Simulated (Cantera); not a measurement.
## Adiabatic ignition

An adiabatic, constant-pressure homogeneous reactor starts with C₂H₄ : O₂ : N₂ : H₂O = 1 : 2.5 : 27.5 : 0.84 (molar parts), equivalence ratio 1.2, at 1425 K and 101000 Pa.

Detailed kinetics in Cantera: GRI-Mech 3.0 (53 species, 325 reactions). GRI-Mech 3.0 was tuned for natural gas; its chemistry of ethylene as a main component is partial and can be far from experiment.

| t (s) | T (K) | x C₂H₄ | x O₂ | x H₂O | x C₂H | x H₂ |
|---|---|---|---|---|---|---|
| 4.00e-6 | 1425 | 0.0314 | 0.0785 | 0.0264 | <1e-12 | 3.45e-7 |
| 1.29e-5 | 1425 | 0.0314 | 0.0785 | 0.0264 | <1e-12 | 1.13e-6 |
| 4.18e-5 | 1425 | 0.0314 | 0.0785 | 0.0264 | 1.06e-11 | 2.04e-5 |
| 0.000135 | 1961 | <1e-12 | 0.00920 | 0.0619 | <1e-12 | 0.0137 |
| 0.000437 | 2098 | <1e-12 | 0.00526 | 0.0675 | <1e-12 | 0.0126 |
| 0.00141 | 2203 | <1e-12 | 0.00224 | 0.0739 | <1e-12 | 0.0101 |
| 0.00457 | 2256 | <1e-12 | 0.000630 | 0.0773 | <1e-12 | 0.00886 |
| 0.0148 | 2269 | <1e-12 | 0.000265 | 0.0782 | <1e-12 | 0.00858 |
| 0.0478 | 2269 | <1e-12 | 0.000246 | 0.0782 | <1e-12 | 0.00860 |
| 0.155 | 2268 | <1e-12 | 0.000240 | 0.0781 | <1e-12 | 0.00865 |
| 0.500 | 2267 | <1e-12 | 0.000238 | 0.0781 | <1e-12 | 0.00867 |
x: mole fraction; the columns are a selection and need not sum to one.

| Quantity | Value |
|---|---|
| time of steepest temperature rise | 89.1 µs |
| temperature at 0.500 s | 2267 K |
| equilibrium temperature | 2267 K |
| x(C₂H₄) at 0.500 s | <1e-12 (gas-phase equilibrium <1e-12) |
| x(O₂) at 0.500 s | 0.000238 (gas-phase equilibrium 0.000238) |
| x(H₂O) at 0.500 s | 0.0781 (gas-phase equilibrium 0.0781) |
